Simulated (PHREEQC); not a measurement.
Na2CO3 is added in steps, without added water, to 1 kg of water holding 0.00012 mol/kgw Ag2SO4 and 0.0023 mol/kgw HNO3, at 20 °C. O2 is buffered at 0.21 atm. CO2 from the air is kept out. Nothing may precipitate in this run.

Base run: PHREEQC, ion-association model, wateq4f.dat. Each further column changes one thing. The table gives HCO3- (mol/kgw).

```csv
Na2CO3 added (mol),base,Ag2SO4 replaced by CuSO4 at the same molality,Ag2SO4 replaced by H2SO4 at the same molality,temperature from 20 to 45 °C,solids may form
0,0,0,0,0,0
0.0002437,6.26e-8,6.27e-8,5.53e-8,7.81e-8,6.26e-8
0.0004875,1.71e-7,1.72e-7,1.45e-7,2.14e-7,1.71e-7
0.0007313,4.06e-7,4.07e-7,3.16e-7,…,4.06e-7
0.000975,1.29e-6,1.29e-6,…,1.61e-6,1.29e-6
0.001219,0.000141,0.000133,5.25e-6,0.000142,0.000141
0.001381,0.000463,0.000429,0.000225,0.000463,0.000463
0.001625,0.000948,0.000861,0.000709,0.000948,0.000948
0.001869,0.00143,0.00129,0.00120,0.00143,0.00143
0.002112,0.00192,0.00172,0.00168,0.00191,0.00192
0.002356,0.00228,0.00217,0.00216,0.00228,0.00228
0.0026,0.00231,…,0.00251,0.00234,0.00231
```

Question: Some entries are withheld; supply them.

Answer: 
- 0.0007313, temperature from 20 to 45 °C: 5.08e-7
- 0.000975, Ag2SO4 replaced by H2SO4 at the same molality: 7.68e-7
- 0.0026, Ag2SO4 replaced by CuSO4 at the same molality: 0.00250

In at least one series the solution becomes supersaturated in solids that the run did not let form, among them Ag2CO3. The database's constant for dissolved Cu(OH)2 is higher than later reviews accept.  At this temperature some constants are extrapolated from 25 °C, and those without enthalpy data are left unchanged. Solids allowed in the column 'solids may form': Ag2O, Ag2CO3, Ag2SO4, Mirabilite, Nahcolite, Natron.
